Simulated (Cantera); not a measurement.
An isothermal, constant-pressure homogeneous reactor starts with 10.2 % H₂, 29.9 % O₂, 59.9 % N₂, equivalence ratio 0.17, at 1300 K and 1.00 bar.

Computed with Cantera and the H2/O2 subset of GRI-Mech 3.0, which has no nitrogen chemistry. The temperature is held fixed by assumption; the heat of reaction is taken as removed at once.

One state of this run: x H₂ = 1.83e-8; x O₂ = 0.262; x HO₂ = 4.58e-8; x O = 9.12e-8; x OH = 1.15e-5; x H = 1.51e-10; x H₂O₂ = 3.01e-9. x: mole fraction; the columns are a selection and need not sum to one.

**Question.** Which value of t (s) does it belong to?
(A) 0.235
(B) 0.000130
(C) 2.00e-5
(D) 5.11e-5

**Answer.** A, 0.235
